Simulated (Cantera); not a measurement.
A diamond (100) surface in a fixed gas of H2 with x(CH4) = 0.002, x(H) = 0.00094, x(CH3) = 1.6e-05, at 1250 K; coverages are run to steady state.

Detailed kinetics in Cantera: the Harris–Goodwin 1993 mechanism for the reconstructed diamond (100) surface.

θ: site fractions in the mechanism's names (c6HH fully hydrogenated, c6H* and c6*H radical sites, c6** diradical, c6HM methylated).

```tsv
P (Pa)	growth (µm/h)	θ c6HH	θ c6H*	θ c6*H	θ c6**	θ c6HM
660	?	0.445	0.0419	0.488	0.0254	1.11e-5
1200	?	0.445	0.0419	0.488	0.0254	2.08e-5
2200	?	0.445	0.0419	0.488	0.0254	3.88e-5
4000	?	0.445	0.0419	0.488	0.0254	7.08e-5
7400	?	0.445	0.0419	0.488	0.0254	0.000129
14000	?	0.445	0.0419	0.488	0.0254	0.000237
25000	?	0.445	0.0419	0.487	0.0254	0.000400
45000	?	0.444	0.0419	0.487	0.0254	0.000654
```

Problem. What belongs in the gaps?

Solution. 
- 660, growth (µm/h): 0.00609
- 1200, growth (µm/h): 0.0129
- 2200, growth (µm/h): 0.0273
- 4000, growth (µm/h): 0.0575
- 7400, growth (µm/h): 0.129
- 14000, growth (µm/h): 0.319
- 25000, growth (µm/h): 0.769
- 45000, growth (µm/h): 1.94
